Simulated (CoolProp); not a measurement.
Model: reference Helmholtz-energy equation of state, Gao 2022, in CoolProp.

### Question
Give the vapour pressure (MPa), liquid density (kg/m³), vapour density (kg/m³), enthalpy of vaporisation (kJ/kg) of saturated n-perfluorohexane at 363.4, 411.3, 418.1 K.

### Answer
| T (K) | p (MPa) | liquid density (kg/m³) | vapour density (kg/m³) | enthalpy of vaporisation (kJ/kg) |
|---|---|---|---|---|
| 363.4 | 0.275 | 1460 | 35.4 | 74.2 |
| 411.3 | 0.848 | 1240 | 121 | 53.6 |
| 418.1 | 0.974 | 1190 | 145 | 49.5 |
